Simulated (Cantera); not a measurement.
An isothermal, constant-pressure homogeneous reactor starts with CO : O2 : H2O : N2 = 0.02 : 0.007 : 0.033 : 1 (molar parts), equivalence ratio 1.4, at 1500 K and 100000 Pa.

Cantera simulation using GRI-Mech 3.0 (53 species, 325 reactions); the numbers are that mechanism's predictions, not measurements.

x: mole fraction; the columns are a selection and need not sum to one.

| t (s) | x CO | x O2 | x H2O | x HO2 | x H2 | x NO |
|---|---|---|---|---|---|---|
| 0.000100 | 0.0189 | 0.00660 | 0.0311 | … | 2.21e-8 | <1e-12 |
| 0.000282 | 0.0189 | 0.00660 | 0.0311 | … | 1.06e-6 | <1e-12 |
| 0.000796 | 0.0155 | 0.00535 | 0.0294 | … | 0.00107 | 3.70e-8 |
| 0.00224 | 0.00464 | 0.00115 | 0.0272 | … | 0.00295 | 2.58e-6 |
| 0.00633 | 0.00356 | 0.000238 | 0.0285 | … | 0.00246 | 3.46e-6 |
| 0.0179 | 0.00334 | 2.87e-5 | 0.0288 | … | 0.00237 | 3.60e-6 |
| 0.0504 | 0.00332 | 2.61e-6 | 0.0289 | 8.60e-10 | 0.00237 | 3.61e-6 |
| 0.142 | 0.00332 | 2.50e-7 | 0.0290 | 6.80e-11 | 0.00237 | 3.59e-6 |
| 0.401 | 0.00332 | 2.66e-8 | 0.0290 | 4.72e-12 | 0.00238 | 3.56e-6 |
| 1.13 | 0.00332 | 3.31e-9 | 0.0290 | <1e-12 | 0.00238 | 3.50e-6 |
| 3.19 | 0.00332 | 7.61e-10 | 0.0290 | <1e-12 | 0.00238 | 3.42e-6 |
| 9.00 | 0.00332 | 5.64e-10 | 0.0290 | <1e-12 | 0.00238 | 3.27e-6 |

Task: Some entries are withheld; supply them.

Result: 
- 0.000100, x HO2: 3.18e-9
- 0.000282, x HO2: 3.98e-8
- 0.000796, x HO2: 1.43e-6
- 0.00224, x HO2: 3.63e-7
- 0.00633, x HO2: 7.91e-8
- 0.0179, x HO2: 9.84e-9
